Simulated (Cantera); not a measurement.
Input: 1 mol C2H2, 0.43 mol CO2, at 0.510 bar.

These are equilibrium values from Cantera (NASA tables, ideal gas, pure condensed phases), not measurements of a reactor. Candidate condensed phases: C, C6H6, C7H8, C8H18, H2O; 110 gas species. Rates play no part. All values below are at 1852 °C.

Base state: H2 0.534, CO 0.462, H 0.00372, C2H2 (acetylene) 0.000895, CH4 4.52e-5 (mole fractions); condensed: C(graphite).

Q: What changes in the equilibrium state with this change: pressure from 0.510 bar to 1.33 mbar?

A: 
```json
[
 {"species": "H2", "before": "0.534", "after": "0.484"},
 {"species": "CO", "before": "0.462", "after": "0.446"},
 {"species": "H", "before": "0.00372", "after": "0.0692"},
 {"species": "CH4", "before": "4.52e-5", "after": "9.70e-8"},
 {"species": "C2H2 (acetylene)", "before": "0.000895", "after": "0.000810"},
 {"species": "C(graphite), mol", "before": "1.57", "after": "1.57"}
]
```

Q: What changes in the equilibrium state with this change: CO2 from 0.43 to 4.5 mol?

A: 
| species | before | after |
|---|---|---|
| CO | 0.462 | 0.621 |
| CO2 | 1.59e-6 | 0.245 |
| H2O | 9.23e-6 | 0.0881 |
| H2 | 0.534 | 0.0445 |
| C2H2 (acetylene) | 0.000895 | <1e-9 |
| CH4 | 4.52e-5 | <1e-9 |
| OH | 7.97e-9 | 0.000263 |
| H | 0.00372 | 0.00107 |
| C(graphite), mol | 1.57 | 0 |
